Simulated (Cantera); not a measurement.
A freely propagating, adiabatic, planar premixed flame of CO : H2 : CH4 : O2 : N2 = 1 : 0.13 : 1.2 : 2.12 : 7.96 (molar parts), equivalence ratio 1.4, unburnt at 600 K and 1200 Torr; mixture-averaged transport, grid criteria slope 0.08 and curve 0.16, no radiation.

Detailed kinetics in Cantera: GRI-Mech 3.0 (53 species, 325 reactions). Burning velocities carry a grid error of a few per cent, more on coarse grids.

### Question
What does this change do: 0.59 parts H2O added?

### Answer
```
quantity                    before      after
------------------------  --------  ---------
laminar burning velocity  115 cm/s  94.5 cm/s
thermal thickness         0.219 mm   0.254 mm
peak x(C2H2)              0.000470   0.000509
```

### Question
What does this change do: inlet temperature 600 to 625 K?

### Answer
```json
[
 {"quantity": "laminar burning velocity", "before": "115 cm/s", "after": "125 cm/s"},
 {"quantity": "thermal thickness", "before": "0.219 mm", "after": "0.213 mm"},
 {"quantity": "peak x(C2H2)", "before": "0.000470", "after": "0.000475"}
]
```
